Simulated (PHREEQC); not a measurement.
Consider water at 25 °C with 0.026 mol/kgw NaOH, 4.3e-05 mol/kgw BaCl2 and 0.001 mol/kgw H4SiO4. Closed to the air; pH follows from the charge balance.

All values are PHREEQC results (ion-association model, phreeqc.dat), not measurements.

Q: The ionic strength comes out as 0.0263 mol/kgw. What activity coefficients do Ba+2, Cl-, H2SiO4-2, Na+, OH- get?

A: Ba+2 0.54, Cl- 0.85, H2SiO4-2 0.55, Na+ 0.86, OH- 0.85.

Precipitation was switched off in this run.
